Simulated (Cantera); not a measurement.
Charge: 1 mol Ti, 2.7 mol H2O, 150 mol H2, held at 1.30 mbar.

Method: chemical equilibrium by Gibbs-energy minimisation in Cantera with the NASA 1993 tables (ideal gas, pure condensed phases). Candidate condensed phases: H2O, Ti, TiO, TiO2, Ti2O3, Ti3O5, Ti4O7; 12 gas species. Kinetics and transport are ignored. All values below are at 1352 °C.

Base state: H2 0.991, H2O 0.00676, H 0.00195 (mole fractions); condensed: Ti3O5(s).

Problem. What changes in the equilibrium state with this change: pressure from 1.30 mbar to 1.40 bar?

Solution. 
```csv
species,before,after
H2,0.991,0.993
H2O,0.00676,0.00677
H,0.00195,5.94e-5
"Ti3O5(s), mol",0.333,0.333
```
